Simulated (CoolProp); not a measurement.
Vapour-liquid equilibrium of R134a (1) + dimethyl ether (2) at 7.64 bar; x and y are mole fractions of (1).

Values from CoolProp's multi-fluid Helmholtz-energy mixture model, Tillner-Roth 1994 and Wu 2011; pair parameters Bell 2016.

**Question.** Give the bubble temperature and the first vapour's composition at x = 0.2, 0.5, 0.875. Is there an azeotrope?

**Answer.** x = 0.2: 308.1 K, y = 0.196; x = 0.5: 307.3 K, y = 0.531; x = 0.875: 304.1 K, y = 0.900. y crosses x between x = 0.2 and 0.275: the model has an azeotrope there.

The pair parameters rest on a limited set of measurements; away from them the model extrapolates.
